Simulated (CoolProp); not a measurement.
Vapour-liquid equilibrium of carbon dioxide (1) + n-pentane (2) at -24.05 °C; x and y are mole fractions of (1).

Values from CoolProp's multi-fluid Helmholtz-energy mixture model, Span 1996 and Thol 2019; pair parameters Kunz 2012.

Give the bubble pressure and the first vapour's composition at x = 0.05, 0.125, 0.425. Is there an azeotrope?

x = 0.05: 131.2 kPa, y = 0.945; x = 0.125: 334.7 kPa, y = 0.978; x = 0.425: 1008 kPa, y = 0.993. No azeotrope shows between x = 0.05 and 0.95.

The pair parameters rest on a limited set of measurements; away from them the model extrapolates. The gap from Raoult's law changes sign with composition, which may be real or a fault of the pair parameters; it wasn't checked against measurements. With so large a gap from Raoult's law the liquid may split in two, which this calculation doesn't test in full.
